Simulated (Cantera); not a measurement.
Mixture: CO : H2 : O2 : N2 = 1 : 1.2 : 0.688 : 2.82 (molar parts), equivalence ratio 1.6, at 0.900 bar, adiabatic and at constant volume. Ignition delay is the time to a rise of 400 K.

Computed with Cantera and GRI-Mech 3.0 (53 species, 325 reactions). Where the delays flatten at high temperature, the 400 K rule measures the pace of heat release, not the induction time.

Q: What does this change do: pressure from 0.900 bar to 8.30 bar?

A: 
| quantity | before | after |
|---|---|---|
| delay at 1225 K | 54.6 µs | 13.9 µs |
| delay at 1425 K | 27.1 µs | 2.80 µs |
| delay at 1625 K | 19.9 µs | 1.43 µs |
| delay at 1825 K | 19.9 µs | 0.956 µs |
| delay at 2025 K | 24.0 µs | 0.771 µs |
The hydrogen kinetics of GRI-Mech 3.0 are dated; newer H2 mechanisms differ, most at raised pressure.

Q: What does this change do: H2 1.2 to 0.51 parts?

A: 
```tsv
quantity	before	after
delay at 1225 K	54.6 µs	64.6 µs
delay at 1425 K	27.1 µs	35.8 µs
delay at 1625 K	19.9 µs	29.3 µs
delay at 1825 K	19.9 µs	31.8 µs
delay at 2025 K	24.0 µs	40.1 µs
```
